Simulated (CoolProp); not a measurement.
Properties of acetone at several states.

Values from CoolProp's reference Helmholtz-energy equation of state, Lemmon 2006. It is a short technical equation, of lower accuracy than the large ones.

| T (K) | p (MPa) | phase | density (kg/m³) | isothermal compressibility (1/MPa) | fugacity coefficient |
|---|---|---|---|---|---|
| 199 | 0.925 | liquid | … | 0.0005691 | 3.435e-5 |
| 410.7 | 0.0125 | gas | 0.2131 | 80.19 | 0.9977 |
| 249.4 | 2.31 | liquid | … | … | … |
| 468.7 | 6.21 | liquid | 558.4 | 0.01176 | … |

Question: Fill in the missing entries.

Answer: 
- 199, density (kg/m³): 891.5
- 249.4, density (kg/m³): 839.2
- 249.4, isothermal compressibility (1/MPa): 0.0008315
- 249.4, fugacity coefficient: 0.001065
- 468.7, fugacity coefficient: 0.3294
